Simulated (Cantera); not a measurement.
**Adiabatic ignition**

An adiabatic, constant-volume homogeneous reactor starts with 24.3 % H₂, 10.1 % O₂, 65.6 % N₂, equivalence ratio 1.2, at 1250 K and 10.0 bar.

Detailed kinetics in Cantera: the H2/O2 subset of GRI-Mech 3.0, which has no nitrogen chemistry. The hydrogen kinetics of GRI-Mech 3.0 are dated; newer H2 mechanisms differ, most at raised pressure.

| t (s) | T (K) | P (bar) | x H₂ | x O₂ | x H₂O₂ | x H₂O | x OH | x H |
|---|---|---|---|---|---|---|---|---|
| 1.00e-5 | 1251 | 10.0 | 0.243 | 0.101 | 4.96e-6 | 0.000131 | 1.58e-6 | 1.73e-5 |
| 3.23e-5 | 2894 | 21.0 | 0.0479 | 0.000925 | 4.37e-7 | 0.214 | 0.00738 | 0.00542 |
| 0.000104 | 2894 | 21.0 | 0.0479 | 0.000924 | 4.37e-7 | 0.214 | 0.00738 | 0.00542 |
| 0.000337 | 2894 | 21.0 | 0.0479 | 0.000924 | 4.37e-7 | 0.214 | 0.00738 | 0.00542 |
| 0.00109 | 2894 | 21.0 | 0.0479 | 0.000924 | 4.37e-7 | 0.214 | 0.00738 | 0.00542 |
| 0.00352 | 2894 | 21.0 | 0.0479 | 0.000924 | 4.37e-7 | 0.214 | 0.00738 | 0.00542 |
| 0.0114 | 2894 | 21.0 | 0.0479 | 0.000924 | 4.37e-7 | 0.214 | 0.00738 | 0.00542 |
| 0.0367 | 2894 | 21.0 | 0.0479 | 0.000924 | 4.37e-7 | 0.214 | 0.00738 | 0.00542 |
| 0.119 | 2894 | 21.0 | 0.0479 | 0.000924 | 4.37e-7 | 0.214 | 0.00738 | 0.00542 |
| 0.383 | 2894 | 21.0 | 0.0479 | 0.000924 | 4.37e-7 | 0.214 | 0.00738 | 0.00542 |
| 1.24 | 2894 | 21.0 | 0.0479 | 0.000924 | 4.37e-7 | 0.214 | 0.00738 | 0.00542 |
| 4.00 | 2894 | 21.0 | 0.0479 | 0.000924 | 4.37e-7 | 0.214 | 0.00738 | 0.00542 |
x: mole fraction; the columns are a selection and need not sum to one.

```json
{
 "time_of_steepest_temperature_rise": "14.7 µs",
 "temperature at 4.00 s": "2894 K",
 "equilibrium_temperature": "2894 K",
 "x(H₂) at 4.00 s": "0.0479 (gas-phase equilibrium 0.0479)",
 "x(O₂) at 4.00 s": "0.000924 (gas-phase equilibrium 0.000924)",
 "x(H₂O₂) at 4.00 s": "4.37e-7 (gas-phase equilibrium 4.37e-7)"
}
```
